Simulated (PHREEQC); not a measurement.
KBr is added in steps, without added water, to 1 kg of water holding 0.034 mol/kgw ZnSO4, 0.014 mol/kgw H3BO3 and 0.0012 mol/kgw NiCl2, at 20 °C. O2 is buffered at 0.21 atm. CO2 from the air is kept out. The run lets Zn(OH)2-e, Zn4(OH)6SO4, Zn5(OH)8Cl2, Ni(OH)2, Ni4(OH)6SO4, Goslarite, Morenosite precipitate or redissolve, and no other solid.

Base run: PHREEQC, ion-association model, wateq4f.dat. Each further column changes one thing. The table gives KSO4- (mol/kgw).

| KBr added (mol) | base | all activity coefficients set to 1 | Davies equation for every ion |
|---|---|---|---|
| 0 | 0 | 0 | 0 |
| 0.006375 | 0.000259 | 0.000332 | … |
| 0.01275 | 0.000509 | 0.000654 | 0.000533 |
| 0.01912 | 0.000750 | 0.000966 | 0.000788 |
| 0.0255 | 0.000984 | … | 0.00104 |
| 0.03188 | 0.00121 | … | 0.00128 |
| 0.03825 | 0.00143 | 0.00185 | 0.00151 |
| 0.04462 | 0.00164 | 0.00213 | 0.00174 |
| 0.051 | 0.00185 | … | 0.00197 |

Question: Complete the blanks.

Answer: 
- 0.006375, Davies equation for every ion: 0.000271
- 0.0255, all activity coefficients set to 1: 0.00127
- 0.03188, all activity coefficients set to 1: 0.00156
- 0.051, all activity coefficients set to 1: 0.00240
